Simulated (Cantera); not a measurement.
A Cantera script and what it prints.

```python
import numpy as np
import cantera as ct

gas_names = """
    H2O H H2O2
""".split()
cond_names = """

""".split()


# ... load() reads the species with a 1 bar reference pressure and builds the phases ...
species = {s.name: s for s in load("nasa_gas.yaml", gas_names) + load("nasa_condensed.yaml", cond_names)}
# Each term lists the table entries of one substance; the one whose range holds T is used.
reactions = {
    '2 H2O(g) = 2 H(g) + H2O2(g)':
        [(-2, ['H2O']), (2, ['H']), (1, ['H2O2'])],
}


def pick(names, T):
    return next(species[n] for n in names if species[n].thermo.min_temp <= T <= species[n].thermo.max_temp)


results = []
for label, terms in reactions.items():
    print(label)
    print("     T/K   dH/kJ  dS/(J/K)   dG/kJ   log10 K")
    for T in [1275, 1300, 1325, 1350, 1375, 1400, 1425, 1450, 1475, 1500]:
        used = [(nu, pick(names, T)) for nu, names in terms]
        dH = sum(nu * s.thermo.h(T) for nu, s in used) / 1e6
        dS = sum(nu * s.thermo.s(T) for nu, s in used) / 1e3
        dG = dH - T * dS / 1e3
        logK = -dG * 1e6 / (ct.gas_constant * T * np.log(10))
        results.append((label, T, dH, dS, dG, logK, [s.name for _, s in used]))
        print(f"{T:8g} {dH:8.1f} {dS:8.1f} {dG:8.1f} {logK:8.2f}")
```

Result:

```
2 H2O(g) = 2 H(g) + H2O2(g)
     T/K   dH/kJ  dS/(J/K)   dG/kJ   log10 K
    1275    803.8    116.5    655.4   -26.85
    1300    804.3    116.8    652.4   -26.21
    1325    804.8    117.2    649.5   -25.60
    1350    805.2    117.5    646.6   -25.02
    1375    805.6    117.8    643.6   -24.45
    1400    806.1    118.1    640.7   -23.90
    1425    806.5    118.4    637.7   -23.38
    1450    806.9    118.7    634.8   -22.87
    1475    807.3    119.0    631.8   -22.37
    1500    807.8    119.3    628.8   -21.90
```

Source: NASA polynomial tables (part measured, part estimated), evaluated in Cantera. Condensed species are held in their standard states even where they would react or evaporate.
